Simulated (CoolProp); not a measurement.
Vapour-liquid equilibrium of ethanol (1) + cyclopentane (2) at 1.99 MPa; x and y are mole fractions of (1).

Computed with CoolProp (multi-fluid Helmholtz-energy mixture model, Schroeder 2014 and Gedanitz 2015; pair parameters Bell 2016).

```csv
x,bubble temperature (°C),y at the bubble point,dew temperature at overall composition x (°C),liquid density (mol/L)
0.05,171.9,0.139,177.8,7.995
0.2,161.3,0.323,168.0,8.467
0.35,159.6,0.382,160.3,8.962
0.5,159.9,0.423,162.4,9.685
0.65,162.3,0.497,168.5,10.60
0.8,168.9,0.660,174.2,11.56
0.95,177.9,0.914,178.9,12.58
```

y crosses x between x = 0.35 and 0.5: the model has an azeotrope there.

Pair parameters are fitted to limited data, so mixtures are less certain than the pure fluids. With so large a gap from Raoult's law the liquid may split in two, which this calculation doesn't test in full.
